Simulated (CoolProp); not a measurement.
Model: reference Helmholtz-energy equation of state, Smukala 2000, in CoolProp.

Q: Give the vapour pressure (MPa), liquid density (kg/m³), surface tension (mN/m) of saturated ethylene at -133.85, -104.55 °C.

A: 
```csv
T (°C),p (MPa),liquid density (kg/m³),surface tension (mN/m)
-133.85,0.0111,609,21.5
-104.55,0.0968,569,16.5
```

Surface tension comes from a separate correlation (Mulero 2012).
